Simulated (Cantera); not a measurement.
An isothermal, constant-pressure homogeneous reactor starts with H2 : O2 : N2 = 0.41 : 0.18 : 1.1 (molar parts), at 1225 K and 0.133 bar.

Model: the H2/O2 subset of GRI-Mech 3.0, which has no nitrogen chemistry, integrated in Cantera. The temperature is held fixed by assumption; the heat of reaction is taken as removed at once.

x: mole fraction; the columns are a selection and need not sum to one.

```
t (s)       x H2      x O2         x O    x H2O2      x OH
--------  ------  --------  ----------  --------  --------
0.000900  0.0378    0.0177  (withheld)   4.40e-7   0.00344
0.00161   0.0348    0.0105  (withheld)   4.10e-7   0.00253
0.00290   0.0319   0.00513  (withheld)   3.25e-7   0.00168
0.00520   0.0305   0.00204  (withheld)   2.18e-7   0.00103
0.00932   0.0305  0.000664  (withheld)   1.26e-7  0.000589
0.0167    0.0313  0.000193  (withheld)   6.62e-8  0.000321
0.0300    0.0320   5.48e-5  (withheld)   3.36e-8  0.000173
0.0538    0.0325   1.59e-5  (withheld)   1.66e-8   9.42e-5
0.0965    0.0327   4.73e-6  (withheld)   7.89e-9   5.16e-5
0.173     0.0329   1.43e-6  (withheld)   3.53e-9   2.85e-5
0.311     0.0330   4.41e-7  (withheld)   1.46e-9   1.58e-5
0.557     0.0330   1.36e-7  (withheld)  5.60e-10   8.77e-6
1.00      0.0331   4.24e-8  (withheld)  2.00e-10   4.88e-6
```

Problem. Some entries are withheld; supply them.

Solution. 
- 0.000900, x O: 0.00705
- 0.00161, x O: 0.00343
- 0.00290, x O: 0.00143
- 0.00520, x O: 0.000518
- 0.00932, x O: 0.000165
- 0.0167, x O: 4.86e-5
- 0.0300, x O: 1.41e-5
- 0.0538, x O: 4.14e-6
- 0.0965, x O: 1.24e-6
- 0.173, x O: 3.76e-7
- 0.311, x O: 1.15e-7
- 0.557, x O: 3.57e-8
- 1.00, x O: 1.11e-8
